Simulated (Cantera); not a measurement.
Equilibrium for silicon etching in halogen gases: Si + Br₂ + H₂

Feed: 1 mol Si, 3.9 mol Br₂, 0.45 mol H₂, held at 75.0 Torr.

Equilibrium computed with Cantera from the NASA thermochemical tables; the gas is ideal and each condensed phase is pure. Candidate condensed phases: Br₂, Si; 19 gas species. The tables' values for SiBr₃ are old estimates; treat these amounts as uncertain. Kinetics and transport are ignored.

| T (°C) | x Br | x Br₂ | x SiBr₄ | x HBr | x SiBr₃ | x SiBr₂ | x H₂ | x SiHBr₃ |
|---|---|---|---|---|---|---|---|---|
| 725 | 0.0115 | 0.425 | 0.297 | 0.267 | 9.90e-8 | 8.25e-12 | 7.38e-8 | 3.29e-10 |
| 775 | 0.0201 | 0.418 | 0.296 | 0.266 | 3.63e-7 | 7.69e-11 | 1.38e-7 | 9.19e-10 |
| 825 | 0.0333 | 0.409 | 0.294 | 0.264 | 1.18e-6 | 5.87e-10 | 2.46e-7 | 2.35e-9 |
| 875 | 0.0523 | 0.395 | 0.291 | 0.262 | 3.47e-6 | 3.78e-9 | 4.18e-7 | 5.55e-9 |
| 925 | 0.0785 | 0.377 | 0.287 | 0.258 | 9.37e-6 | 2.11e-8 | 6.86e-7 | 1.23e-8 |
| 975 | 0.113 | 0.352 | 0.282 | 0.253 | 2.34e-5 | 1.04e-7 | 1.10e-6 | 2.60e-8 |
| 1025 | 0.156 | 0.321 | 0.275 | 0.248 | 5.50e-5 | 4.62e-7 | 1.72e-6 | 5.25e-8 |
| 1075 | 0.206 | 0.285 | 0.268 | 0.241 | 0.000122 | 1.89e-6 | 2.66e-6 | 1.03e-7 |
| 1125 | 0.262 | 0.245 | 0.259 | 0.233 | 0.000261 | 7.21e-6 | 4.11e-6 | 1.98e-7 |
| 1175 | 0.320 | 0.203 | 0.250 | 0.226 | 0.000536 | 2.61e-5 | 6.39e-6 | 3.77e-7 |
| 1225 | 0.377 | 0.163 | 0.241 | 0.218 | 0.00107 | 9.04e-5 | 1.01e-5 | 7.17e-7 |
| 1275 | 0.430 | 0.126 | 0.232 | 0.211 | 0.00208 | 0.000302 | 1.62e-5 | 1.37e-6 |
| 1325 | 0.475 | 0.0945 | 0.222 | 0.204 | 0.00395 | 0.000970 | 2.64e-5 | 2.60e-6 |
x: gas mole fraction; nothing condenses.

From 725 °C to 1325 °C nothing is condensed. The main Si-bearing gas is SiBr₄ throughout.
